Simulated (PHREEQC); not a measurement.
Dissolve 0.0042 mol/kgw MnSO4 and 0.076 mol/kgw Na2SO4 at 25 °C. Closed to the air; pH follows from the charge balance.

Computed with PHREEQC (ion-association model, phreeqc.dat).

**Question.** The ionic strength comes out as 0.210 mol/kgw. What activity coefficients do NaSO4-, Mn+2, SO4-2, Na+ get?

**Answer.** NaSO4- 0.74, Mn+2 0.32, SO4-2 0.29, Na+ 0.74.

This is a speciation only: nothing precipitates in the calculation.
